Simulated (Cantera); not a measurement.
What does this Cantera script print?

```python
import numpy as np
import cantera as ct

gas = ct.Solution("gri30.yaml")
gas.TPX = 550, 11000, {'CH3OH': 1, 'O2': 1, 'N2': 4.9}
flame = ct.FreeFlame(gas, width=0.19)
flame.set_refine_criteria(ratio=3, slope=0.08, curve=0.16)
flame.transport_model = "mixture-averaged"
flame.solve(loglevel=0, auto=True)
z, T = flame.grid, flame.T
thick = (T[-1] - T[0]) / np.gradient(T, z).max()
show = ['CH3OH', 'O2', 'OH', 'H2O', 'N2O', 'CH2O']
print(f"laminar burning velocity  {flame.velocity[0] * 100:.3f} cm/s")
print(f"burnt temperature         {T[-1]:.1f} K")
print(f"thermal thickness         {thick * 1e3:.4f} mm")
print(f"grid points               {len(z)}")
z0 = z[flame.heat_release_rate.argmax()]
print(f"{'z/mm':>9s}{'T/K':>9s}{'u/(m/s)':>9s}" + "".join(f"{s:>11s}" for s in show))
rows = []
for k in (-3, -2, -1.5, -1, -0.5, -0.25, 0, 0.25, 0.5, 1, 2, 4, 8):
    zz = z0 + k * thick
    rows.append([k * thick, np.interp(zz, z, T), np.interp(zz, z, flame.velocity),
                 *(np.interp(zz, z, flame.X[gas.species_index(s)]) for s in show)])
    print(f"{rows[-1][0] * 1e3:9.3f}{rows[-1][1]:9.1f}{rows[-1][2]:9.3f}" + "".join(f"{x:11.3e}" for x in rows[-1][3:]))
```

It prints:

```
laminar burning velocity  111.461 cm/s
burnt temperature         1930.1 K
thermal thickness         2.1820 mm
grid points               136
     z/mm      T/K  u/(m/s)      CH3OH         O2         OH        H2O        N2O       CH2O
   -6.546    550.6    1.122  1.441e-01  1.440e-01  9.966e-16  1.773e-04  8.462e-13  1.933e-06
   -4.364    555.8    1.142  1.427e-01  1.425e-01  8.586e-14  1.291e-03  1.095e-11  2.378e-05
   -3.273    574.0    1.191  1.406e-01  1.399e-01  4.253e-12  4.612e-03  6.487e-11  1.343e-04
   -2.182    663.4    1.404  1.324e-01  1.314e-01  1.002e-09  1.858e-02  5.069e-10  9.763e-04
   -1.091   1000.8    2.212  9.562e-02  1.015e-01  1.558e-06  6.572e-02  3.620e-09  6.263e-03
   -0.545   1312.9    3.003  5.241e-02  7.173e-02  9.551e-05  1.078e-01  8.134e-09  1.172e-02
    0.000   1614.5    3.818  9.723e-03  4.221e-02  1.013e-03  1.514e-01  1.278e-08  7.474e-03
    0.545   1724.7    4.116  2.918e-04  2.407e-02  2.186e-03  1.750e-01  9.117e-09  5.878e-04
    1.091   1749.8    4.171  2.112e-06  1.282e-02  3.281e-03  1.859e-01  5.152e-09  1.351e-05
    2.182   1770.2    4.203  9.268e-10  4.059e-03  4.030e-03  1.905e-01  2.422e-09  1.311e-07
    4.364   1785.4    4.220  1.726e-12  1.715e-03  4.004e-03  1.870e-01  1.705e-09  3.713e-10
    8.728   1798.7    4.241  4.402e-16  1.360e-03  3.828e-03  1.852e-01  1.540e-09  1.137e-10
   17.456   1816.5    4.277  1.043e-16  1.136e-03  3.600e-03  1.862e-01  1.441e-09  1.181e-10
```

Computed with Cantera and GRI-Mech 3.0 (53 species, 325 reactions). GRI-Mech 3.0 was tuned for natural gas; its chemistry of methanol as a main component is partial and can be far from experiment. Burning velocities carry a grid error of a few per cent, more on coarse grids.
